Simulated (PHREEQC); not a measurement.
# Brine (model solution)

Make-up at 90 °C: 1.2 mol/kgw NaBr and 0.36 mol/kgw Na2SO4. Closed to the air; pH follows from the charge balance.

All values are PHREEQC results (ion-association model with the Davies equation for every ion, phreeqc.dat), not measurements.

```yaml
ionic_strength: 1.64 mol/kgw
activity_of_water: 0.946
```

| species | molality | activity | log γ |
|---|---|---|---|
| Na+ | 1.60 | 1.46 | -0.040 |
| Br- | 1.20 | 1.09 | -0.040 |
| NaSO4- | 0.319 | 0.291 | -0.040 |
| SO4-2 | 0.0411 | 0.0283 | -0.162 |
| OH- | 2.69e-6 | 2.45e-6 | -0.040 |
| HSO4- | 2.52e-6 | 2.30e-6 | -0.040 |
| H+ | 1.67e-7 | 1.52e-7 | -0.040 |

This is a speciation only: nothing precipitates in the calculation. The ionic strength is past about 0.7 mol/kgw, beyond the range of this activity model, so the values are rough. Complexes and solids missing from the database can't appear. Away from 25 °C the constants follow the database's enthalpies or fits; those with neither stay at their 25 °C values.
